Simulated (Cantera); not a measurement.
Charge: 1 mol CH3SiCl3, 0.11 mol C2H2, 70 mol H2, 0.0056 mol C3H8, equilibrated at 1273.15 K and 9.00 Torr.

Equilibrium computed with Cantera from the NASA thermochemical tables; the gas is ideal and each condensed phase is pure. Candidate condensed phases: C, C6H6, C7H8, C8H18, Si, SiC; 109 gas species. The feed counts by its element totals alone. Equilibrium is a limit: real reactors are often held back by kinetics, nucleation or transport.

Base state: H2 0.959, HCl 0.0410, CH4 0.000104, SiCl2 1.16e-5 (mole fractions); condensed: C(graphite) + SiC(s).

Problem. What changes in the equilibrium state with this change: temperature from 1273.15 K to 2023 K?

Solution. 
| species | before | after |
|---|---|---|
| H2 | 0.959 | 0.942 |
| HCl | 0.0410 | 0.0396 |
| H | 6.39e-6 | 0.0168 |
| Si | <1e-9 | 0.000283 |
| SiCl | <1e-9 | 3.37e-5 |
| SiH | <1e-9 | 1.93e-5 |
| SiC2 | <1e-9 | 1.30e-5 |
| C2H2 (acetylene) | 3.57e-7 | 0.000841 |
| Cl | 2.32e-7 | 0.000526 |
| C(graphite), mol | 0.230 | 0.154 |
| SiC(s), mol | 0.999 | 0.955 |
The tables' values for SiCl are old estimates; treat these amounts as uncertain.

Problem. What changes in the equilibrium state with this change: CH3SiCl3 replaced by Si(CH3)4?

Solution. 
| species | before | after |
|---|---|---|
| H2 | 0.959 | 1.000 |
| CH4 | 0.000104 | 0.000113 |
| HCl | 0.0410 | 0 |
| SiCl2 | 1.16e-5 | 0 |
| C(graphite), mol | 0.230 | 3.23 |
| SiC(s), mol | 0.999 | 1.00 |

Problem. What changes in the equilibrium state with this change: CH3SiCl3 replaced by SiF4?

Solution. 
| species | before | after |
|---|---|---|
| H2 | 0.959 | 0.984 |
| SiF4 | 0 | 0.0128 |
| HF | 0 | 0.00266 |
| HCl | 0.0410 | 0 |
| SiF3 | 0 | 0.000394 |
| SiHF3 | 0 | 0.000339 |
| C(graphite), mol | 0.230 | 0.195 |
| SiC(s), mol | 0.999 | 0.0338 |
The tables' values for SiF3, SiF2 are old estimates; treat these amounts as uncertain.
